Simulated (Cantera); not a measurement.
Input: 1 mol CH3OH, a varied amount of CO2, at 2823.15 K and 69.0 Torr.

These are equilibrium values from Cantera (NASA tables, ideal gas, pure condensed phases), not measurements of a reactor. Candidate condensed phases: C, C6H6, C7H8, C8H18, H2O; 110 gas species. The numbers say what is thermodynamically allowed, not how fast it happens.

Task: At 0.76 mol CO2, list the 7 most abundant gas species with their mole fractions, and the condensed phases.

Result: CO 0.397, H2 0.269, H 0.152, H2O 0.126, CO2 0.0265, OH 0.0204, O 0.00720. Condensed: gas only.
